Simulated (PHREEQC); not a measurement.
Solution (75 °C): 0.0086 mol/kgw Pb(NO3)2, 3.8e-05 mol/kgw NaHCO3 and 0.05 mol/kgw Na2SO4. Closed to the air; pH follows from the charge balance.

Model: ion-association model, phreeqc.dat, run in PHREEQC.

- pH = 5.88
- ionic strength = 0.139 mol/kgw
- specific conductance = 20700 µS/cm
- density = 0.983 g/cm³
- total alkalinity = 0.0380 meq/kg

| species | molality | activity | log γ |
|---|---|---|---|
| Na+ | 0.0933 | 0.0696 | -0.128 |
| SO4-2 | 0.0366 | 0.0110 | -0.523 |
| NO3- | 0.0170 | 0.0120 | -0.153 |
| NaSO4- | 0.00671 | 0.00503 | -0.125 |
| PbSO4 | 0.00479 | 0.00494 | 0.014 |
| Pb+2 | 0.00264 | 0.000800 | -0.519 |
| Pb(SO4)2-2 | 0.000943 | 0.000285 | -0.519 |
| PbNO3+ | 0.000191 | 0.000141 | -0.130 |
| CO2 | 1.79e-5 | 1.85e-5 | 0.014 |
| PbOH+ | 1.60e-5 | 1.19e-5 | -0.130 |
| HCO3- | 8.95e-6 | 6.71e-6 | -0.125 |

Precipitation was switched off in this run. Examples of supersaturated solids here: Anglesite, Pb(OH)2. Others may be too. Away from 25 °C the constants follow the database's enthalpies or fits; those with neither stay at their 25 °C values.
